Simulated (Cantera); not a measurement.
An isothermal, constant-pressure homogeneous reactor starts with CO : O2 : H2O : N2 = 0.014 : 0.071 : 0.015 : 1 (molar parts), equivalence ratio 0.099, at 1000 K and 0.110 bar.

Computed with Cantera and GRI-Mech 3.0 (53 species, 325 reactions).

x: mole fraction; the columns are a selection and need not sum to one.

| t (s) | x CO | x O2 | x H2O | x CO2 | x NO | x O | x H2O2 |
|---|---|---|---|---|---|---|---|
| 5.00e-6 | 0.0127 | 0.0645 | 0.0136 | <1e-12 | <1e-12 | <1e-12 | <1e-12 |
| 2.30e-5 | 0.0127 | 0.0645 | 0.0136 | 2.24e-12 | <1e-12 | 2.23e-12 | <1e-12 |
| 0.000106 | 0.0127 | 0.0645 | 0.0136 | 1.03e-11 | <1e-12 | 1.02e-11 | <1e-12 |
| 0.000486 | 0.0127 | 0.0645 | 0.0136 | 4.79e-11 | <1e-12 | 4.68e-11 | <1e-12 |
| 0.00224 | 0.0127 | 0.0645 | 0.0136 | 2.60e-10 | <1e-12 | 2.31e-10 | <1e-12 |
| 0.0103 | 0.0127 | 0.0645 | 0.0136 | 5.42e-9 | <1e-12 | 3.81e-9 | <1e-12 |
| 0.0473 | 0.0124 | 0.0643 | 0.0136 | [?] | 7.41e-11 | [?] | [?] |
| 0.217 | 0.00109 | 0.0590 | 0.0137 | 0.0117 | 3.29e-8 | 6.19e-5 | 7.88e-8 |
| 1.00 | 5.01e-5 | 0.0586 | 0.0137 | 0.0128 | 3.30e-8 | 2.77e-6 | 2.30e-8 |

### Question
Fill in the missing entries.

### Answer

- 0.0473, x CO2: 0.000312
- 0.0473, x O: 0.000154
- 0.0473, x H2O2: 2.88e-8
